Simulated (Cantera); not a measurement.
A closed system holds: 1 mol MgO, 0.81 mol H₂, 0.32 mol C, held at 3.00 Torr.

Cantera equilibrium calculation (NASA polynomials, part measured and part estimated; ideal gas, pure solids and liquids). Candidate condensed phases: C, C₆H₆, C₇H₈, C₈H₁₈, H₂O, Mg, MgCO₃, MgO, Mg(OH)₂; 116 gas species. Equilibrium is a limit: real reactors are often held back by kinetics, nucleation or transport.

**Question.** Which condensed phases are stable at each of these points (T (K)): 1748, 1848, 1948, 2048, 2148, 2248, 2348, 2448, 2548, 2648, 2748, 2848, 2948, 3048?

**Answer.** 
| T (K) | condensed phases | Mg condensed (%) |
|---|---|---|
| 1748 | MgO(s) | 68.0 |
| 1848 | MgO(s) | 67.9 |
| 1948 | MgO(s) | 67.3 |
| 2048 | MgO(s) | 65.3 |
| 2148 | MgO(s) | 59.7 |
| 2248 | MgO(s) | 48.5 |
| 2348 | MgO(s) | 30.7 |
| 2448 | gas only | 0.0 |
| 2548 | gas only | 0.0 |
| 2648 | gas only | 0.0 |
| 2748 | gas only | 0.0 |
| 2848 | gas only | 0.0 |
| 2948 | gas only | 0.0 |
| 3048 | gas only | 0.0 |

From 1748 K to 2348 K the condensed part is MgO(s). From 2448 K to 3048 K nothing is condensed.
